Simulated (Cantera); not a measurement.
A perfectly stirred reactor is fed with 3.10 % H2, 96.9 % O2, at 0.0263 atm; it is held at 973 K, and followed from long to short residence time.

Computed with Cantera and GRI-Mech 3.0 (53 species, 325 reactions). Radical loss at walls, strong at low pressure, is not modelled.

x: mole fraction; the columns are a selection and need not sum to one.

```tsv
τ (s)	x H2	x O2	x H2O2	x H2O	x O	x HO2	x H
0.62	0.000467	0.968	1.42e-7	0.0309	0.000571	3.92e-6	3.96e-5
0.33	0.000658	0.968	1.69e-7	0.0306	0.000812	4.89e-6	7.34e-5
0.18	0.000912	0.967	1.99e-7	0.0303	0.00113	5.97e-6	0.000132
0.096	0.00128	0.967	2.35e-7	0.0298	0.00156	7.20e-6	0.000239
0.051	0.00180	0.966	2.77e-7	0.0291	0.00214	8.51e-6	0.000429
0.028	0.00249	0.965	3.21e-7	0.0282	0.00284	9.73e-6	0.000730
0.015	0.00351	0.964	3.68e-7	0.0267	0.00370	1.09e-5	0.00123
0.0079	…	0.962	…	0.0247	…	1.18e-5	…
0.0042	0.00714	0.961	4.57e-7	0.0219	0.00548	1.24e-5	0.00285
0.0023	…	0.960	4.85e-7	…	0.00586	1.26e-5	…
```

Q: Some entries are withheld; supply them.

A: 
- 0.0079, x H2: 0.00500
- 0.0079, x H2O2: 4.15e-7
- 0.0079, x O: 0.00465
- 0.0079, x H: 0.00196
- 0.0023, x H2: 0.0101
- 0.0023, x H2O: 0.0184
- 0.0023, x H: 0.00357
